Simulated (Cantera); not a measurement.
Charge: 1 mol CO, 0.052 mol O2, 9.5 mol H2, equilibrated at 10.0 mbar.

Cantera equilibrium calculation (NASA polynomials, part measured and part estimated; ideal gas, pure solids and liquids). Candidate condensed phases: C, C6H6, C7H8, C8H18, H2O; 110 gas species. Equilibrium is a limit: real reactors are often held back by kinetics, nucleation or transport.

x: gas mole fraction; nothing condenses.

```
T (°C)   x H2       x H    x CO    x H2O       x O      x OH     x CO2
------  -----  --------  ------  -------  --------  --------  --------
677     0.896   5.27e-9  0.0936  0.00845    <1e-12    <1e-12   0.00158
827     0.896   2.45e-7  0.0943  0.00898    <1e-12  1.09e-11  0.000932
977     0.895       [?]  0.0946  0.00928    <1e-12       [?]       [?]
1127    0.895   4.60e-5  0.0948  0.00944    <1e-12   9.65e-9  0.000461
1277    0.895  0.000298  0.0949  0.00954  3.02e-11   1.07e-7  0.000362
1427    0.894   0.00139  0.0949  0.00960  9.65e-10   7.73e-7  0.000298
1577    0.890   0.00508  0.0947  0.00962   1.77e-8   4.06e-6  0.000255
1727    0.881    0.0153  0.0943  0.00959   2.10e-7   1.66e-5  0.000224
1877    0.858    0.0391  0.0932  0.00945   1.78e-6   5.56e-5  0.000201
2027    0.812    0.0872  0.0909  0.00912   1.16e-5  0.000158  0.000182
2177    0.732     0.172  0.0869  0.00844   6.03e-5  0.000387  0.000165
2327    0.611     0.300  0.0807  0.00719  0.000260  0.000817  0.000147
2477      [?]       [?]     [?]      [?]       [?]       [?]       [?]
2627    0.299     0.629  0.0649  0.00268   0.00225   0.00173   8.09e-5
```

Problem. Complete the blanks.

Solution. 
- 2477, x H2: 0.457
- 2477, x H: 0.462
- 2477, x CO: 0.0729
- 2477, x H2O: 0.00517
- 2477, x O: 0.000899
- 2477, x OH: 0.00140
- 2477, x CO2: 0.000120
- 977, x H: 4.57e-6
- 977, x OH: 4.89e-10
- 977, x CO2: 0.000626
